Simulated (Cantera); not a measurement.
Cantera run:

```python
import numpy as np
import cantera as ct

gas_names = """
    CL CL2 N N2 Si SiCL SiCL2 SiCL3 SiCL4 SiN Si2 Si2N Si3
""".split()
cond_names = """
    Si(cr) Si(L) Si3N4(a)
""".split()


# ... load() reads the species with a 1 bar reference pressure and builds the phases ...
atoms = {
    'Si2Cl6': {'Si': 2, 'CL': 6},
    'N2': {'N': 2},
}
top_T = {'Si3N4(a)': 2400}  # K; cautious upper limits of use, not melting points


# ... equilibrate(T, P, feed) seeds the gas with the atoms and calls Mixture.equilibrate('TP', solver="vcs", rtol=1e-11, max_steps=5000) ...
results = []
feed = {'Si2Cl6': 1, 'N2': 37}  # mol
T = 1323  # K
P = 13332.2  # Pa
mix = equilibrate(T, P, feed)
results.append((T, P, feed, dict(zip(mix.species_names, mix.species_moles))))
print(gas.report(threshold=1e-06))
for i in range(1, mix.n_phases):
    print(f"{mix.phase(i).name:16s} {mix.phase_moles(i):12.5e} mol")
```

Result:

```
       temperature   1323 K
          pressure   13332 Pa
           density   0.0407 kg/m^3
  mean mol. weight   33.581 kg/kmol
   phase of matter   gas

                          1 kg             1 kmol
                     ---------------   ---------------
          enthalpy        2.8297e+05        9.5022e+06  J
   internal energy            -44604       -1.4978e+06  J
           entropy            7904.1        2.6542e+05  J/K
    Gibbs function       -1.0174e+07       -3.4165e+08  J
 heat capacity c_p            1100.8             36967  J/K
 heat capacity c_v            853.25             28653  J/K

                      mass frac. Y      mole frac. X     chem. pot. / RT
                     ---------------   ---------------   ---------------
                CL        3.3953e-06        3.2162e-06           -25.435
                N2           0.80069           0.95979           -27.691
             SiCL2         0.0023117        0.00078424           -63.061
             SiCL3          0.009235         0.0023068           -88.496
             SiCL4           0.18776          0.037115           -113.93
     [   +8 minor]        1.3244e-08        6.3061e-09

Si(cr)            0.00000e+00 mol
Si3N4(a)          1.54331e-01 mol
```

Cantera equilibrium calculation (NASA polynomials, part measured and part estimated; ideal gas, pure solids and liquids). The feed counts by its element totals alone. N2 is the only nitrogen source here; it is nearly inert below about 1500 K, so the nitride shown seldom forms there in practice. The tables' values for SiCl3 are old estimates; treat these amounts as uncertain.
